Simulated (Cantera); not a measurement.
What does this Cantera script print?

```python
import numpy as np
import cantera as ct

gas_names = """
    AL ALCL ALCL2 ALCL3 ALH ALN AL2 AL2CL6 CL CL2 H HCL H2 N NH NH2 NH3 N2 N2H2 N2H4
""".split()
cond_names = """
    AL(cr) AL(L) ALCL3(s) ALCL3(L) ALN(s) NH4CL(a) NH4CL(b)
""".split()


def load(file, names, dense=False):
    # The tables refer to 1 bar. Condensed volumes are neglected.
    table = {s.name: s for s in ct.Species.list_from_file(file)}
    out = []
    for n in names:
        d = dict(table[n].input_data)
        d["thermo"] = dict(d["thermo"], **{"reference-pressure": 1e5})
        if dense:
            d["equation-of-state"] = {"model": "constant-volume", "density": "1e6 g/cm^3"}
        out.append(ct.Species.from_dict(d))
    return out


gas = ct.Solution(thermo="ideal-gas", species=load("nasa_gas.yaml", gas_names))
cond = {s.name: ct.Solution(thermo="fixed-stoichiometry", species=[s], name=s.name)
        for s in load("nasa_condensed.yaml", cond_names, dense=True)}
atoms = {
    'AlCl3': {'AL': 1, 'CL': 3},
    'HCl': {'H': 1, 'CL': 1},
    'N2': {'N': 2},
}
top_T = {'ALN(s)': 2750}  # K; cautious upper limits of use, not melting points


def equilibrate(T, P, feed):
    n = {}
    for name, mol in feed.items():
        for a, k in atoms[name].items():
            n[a] = n.get(a, 0.0) + k * mol
    gas.TPX = T, P, n
    mass = sum(n.values()) * gas.mean_molecular_weight
    gas.equilibrate("TP")
    valid = [c for c in cond.values() if c.min_temp <= T <= top_T.get(c.name, c.max_temp)]
    mix = ct.Mixture([(gas, mass / gas.mean_molecular_weight)] + [(c, 0.0) for c in valid])
    mix.T, mix.P = T, P
    mix.equilibrate("TP", solver="vcs", rtol=1e-11, max_steps=5000)
    return mix


results = []
feed = {'AlCl3': 1, 'HCl': 0.72, 'N2': 130}  # mol
T = 1575  # K
P = 133.322  # Pa
mix = equilibrate(T, P, feed)
results.append((T, P, feed, dict(zip(mix.species_names, mix.species_moles))))
print(gas.report(threshold=0.001))
for i in range(1, mix.n_phases):
    print(f"{mix.phase(i).name:16s} {mix.phase_moles(i):12.5e} mol")
```

Result:

```
       temperature   1575 K
          pressure   133.32 Pa
           density   0.00029345 kg/m^3
  mean mol. weight   28.823 kg/kmol
   phase of matter   gas

                          1 kg             1 kmol
                     ---------------   ---------------
          enthalpy        1.2828e+06        3.6975e+07  J
   internal energy        8.2849e+05         2.388e+07  J
           entropy             10434        3.0073e+05  J/K
    Gibbs function        -1.515e+07       -4.3667e+08  J
 heat capacity c_p              1225             35310  J/K
 heat capacity c_v            936.58             26995  J/K

                      mass frac. Y      mole frac. X     chem. pot. / RT
                     ---------------   ---------------   ---------------
             ALCL3            0.0308         0.0066582           -102.13
                CL         0.0015747         0.0012803           -26.189
               HCL         0.0068626         0.0054255           -44.437
                N2           0.95802           0.98569           -32.798
     [  +16 minor]         0.0027427        0.00094338

AL(L)             0.00000e+00 mol
ALCL3(L)          0.00000e+00 mol
ALN(s)            0.00000e+00 mol
```

These are equilibrium values from Cantera (NASA tables, ideal gas, pure condensed phases), not measurements of a reactor. The tables' values for AlCl2 are old estimates; treat these amounts as uncertain.
